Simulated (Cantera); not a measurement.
Charge: 1 mol AlCl3, 85 mol NH3, a varied amount of N2, at 1448.15 K and 100 Torr.

Cantera equilibrium calculation (NASA polynomials, part measured and part estimated; ideal gas, pure solids and liquids). Candidate condensed phases: Al, AlCl3, AlN, NH4Cl; 20 gas species. The tables' values for AlCl2 are old estimates; treat these amounts as uncertain. The numbers say what is thermodynamically allowed, not how fast it happens.

x: gas mole fraction; n: condensed amount in mol.

```
n(N2) (mol)   x N2   x H2    x HCl   x AlCl3  n AlN(s)
-----------  -----  -----  -------  --------  --------
8.9          0.283  0.701   0.0158  0.000227     0.940
14           0.303  0.681   0.0154  0.000212     0.942
21           0.328  0.657   0.0149  0.000194     0.945
31             ___  0.624   0.0142       ___     0.948
48           0.411  0.576   0.0132  0.000145     0.951
72           0.469  0.519   0.0119  0.000117     0.955
110          0.541  0.449   0.0103   8.88e-5     0.959
170          0.622  0.370  0.00855   6.27e-5     0.962
250          0.694  0.299  0.00694   4.37e-5     0.965
390          0.770    ___      ___       ___     0.967
590          0.830  0.166  0.00386   1.67e-5     0.968
890          0.878  0.119  0.00277   9.90e-6     0.968
```

Some entries are withheld; supply them.


- 390, x H2: 0.225
- 390, x HCl: 0.00523
- 390, x AlCl3: 2.72e-5
- 31, x N2: 0.361
- 31, x AlCl3: 0.000172
